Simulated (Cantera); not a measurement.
A closed system holds: 1 mol TEOS, 0.69 mol O₃, 6.9 mol N₂, held at 477 °C.

Equilibrium computed with Cantera from the NASA thermochemical tables; the gas is ideal and each condensed phase is pure. Candidate condensed phases: C, C₆H₆, C₇H₈, C₈H₁₈, H₂O, Si, SiC, SiO₂, Si₂N₂O, Si₃N₄; 151 gas species. The feed counts by its element totals alone. The numbers say what is thermodynamically allowed, not how fast it happens.

**Question.** At 0.140 bar, list the 5 most abundant gas species with their mole fractions, and the condensed phases.

**Answer.** N₂ 0.401, H₂ 0.355, H₂O 0.113, CH₄ 0.0564, CO₂ 0.0490. Condensed: C(graphite) + SiO₂(α-quartz).
